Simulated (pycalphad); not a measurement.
# Effect of Mn content in Si-Al-Mn

Computed with pycalphad from the COST 507 light-alloy database (1999), at 1 atm. The database dates from 1999; later assessments differ in places, in temperatures and in the compounds included. Phase fractions are per mole of atoms.

| alloy | liquidus (K) | first solid | solidus (K) | phases at 950 K |
|---|---|---|---|---|
| Si-74.11Al-1.202Mn (wt.%) | 1022 | diamond (Si) | 850 | liquid 0.94, diamond (Si) 0.06 |
| Si-73.68Al-2.391Mn (wt.%) | 1009 | diamond (Si) | 850 | liquid 0.95, diamond (Si) 0.05 |
| Si-73.25Al-3.565Mn (wt.%) | 995 | diamond (Si) | 850 | liquid 0.95, diamond (Si) 0.03, ALMNSI_DELTA 0.01 |
| Si-72.82Al-4.726Mn (wt.%) | 985 | ALMNSI_DELTA | 850 | liquid 0.94, ALMNSI_DELTA 0.05, diamond (Si) 0.01 |
| Si-69.61Al-13.55Mn (wt.%) | 1088 | ALMNSI_BETA | 850 | liquid 0.66, ALMNSI_ALPHA 0.32, ALMNSI_DELTA 0.02 |

Database names, with the compositions (at.%) that they take in these runs: ALMNSI_ALPHA: Al 70 Mn 17 Si 12; ALMNSI_DELTA: Si 50 Al 33 Mn 17; ALMNSI_BETA: Al 61 Mn 23 Si 16.
